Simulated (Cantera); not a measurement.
Charge: 1 mol B, 0.51 mol O2, 64 mol H2, equilibrated at 1102 °C and 52.0 Pa.

Method: chemical equilibrium by Gibbs-energy minimisation in Cantera with the NASA 1993 tables (ideal gas, pure condensed phases). Candidate condensed phases: B, B2O3, B3O3H3, H2O; 23 gas species. Equilibrium is a limit: real reactors are often held back by kinetics, nucleation or transport.

Base state: H2 0.986, HBO 0.0119, B2O2 0.00154, B2O3 0.000175, H 0.000149, HBO2 0.000134, BO 5.69e-5 (mole fractions); condensed: gas only.

Task: What changes in the equilibrium state with this change: temperature from 1102 °C to 1302 °C?

Result: 
```csv
species,before,after
H2,0.986,0.984
HBO,0.0119,0.0126
H,0.000149,0.00181
BO,5.69e-5,0.000541
H2O,2.60e-6,1.19e-5
```

Task: What changes in the equilibrium state with this change: B replaced by B2H6?

Result: 
```csv
species,before,after
H2,0.986,0.986
HBO,0.0119,0.0117
B2O2,0.00154,0.00149
B2O3,0.000175,9.05e-5
HBO2,0.000134,7.06e-5
BO,5.69e-5,5.58e-5
H,0.000149,0.000149
"B(s), mol",0,0.991
```
The feed counts by its element totals alone.

Task: What changes in the equilibrium state with this change: O2 from 0.51 to 0.23 mol?

Result: 
```tsv
species	before	after
H2	0.986	0.993
HBO	0.0119	0.00621
B2O2	0.00154	0.000419
B2O3	0.000175	1.36e-5
HBO2	0.000134	2.00e-5
BO	5.69e-5	2.97e-5
H	0.000149	0.000150
B(s), mol	0	0.542
```
